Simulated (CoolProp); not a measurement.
Vapour-liquid equilibrium of R1234ze(E) (1) + n-pentane (2) at 49 kPa; x and y are mole fractions of (1).

The numbers come from the multi-fluid Helmholtz-energy mixture model, Thol 2016 and Thol 2019; pair parameters Bell 2016 in CoolProp.

```json
[
 {"x": "0.05", "bubble temperature (°C)": "-1.8", "y at the bubble point": "0.556", "dew temperature at overall composition x (°C)": "15.1", "liquid density (mol/L)": "9.043"},
 {"x": "0.2", "bubble temperature (°C)": "-22.6", "y at the bubble point": "0.863", "dew temperature at overall composition x (°C)": "11.0", "liquid density (mol/L)": "9.573"},
 {"x": "0.35", "bubble temperature (°C)": "-28.6", "y at the bubble point": "0.913", "dew temperature at overall composition x (°C)": "6.3", "liquid density (mol/L)": "9.936"},
 {"x": "0.5", "bubble temperature (°C)": "-30.8", "y at the bubble point": "0.929", "dew temperature at overall composition x (°C)": "0.6", "liquid density (mol/L)": "10.27"},
 {"x": "0.65", "bubble temperature (°C)": "-31.7", "y at the bubble point": "0.937", "dew temperature at overall composition x (°C)": "-6.5", "liquid density (mol/L)": "10.63"},
 {"x": "0.8", "bubble temperature (°C)": "-32.6", "y at the bubble point": "0.949", "dew temperature at overall composition x (°C)": "-16.6", "liquid density (mol/L)": "11.04"},
 {"x": "0.95", "bubble temperature (°C)": "-34.0", "y at the bubble point": "0.979", "dew temperature at overall composition x (°C)": "-32.7", "liquid density (mol/L)": "11.52"}
]
```

No azeotrope shows between x = 0.05 and 0.95.

Pair parameters are fitted to limited data, so mixtures are less certain than the pure fluids. With so large a gap from Raoult's law the liquid may split in two, which this calculation doesn't test in full.
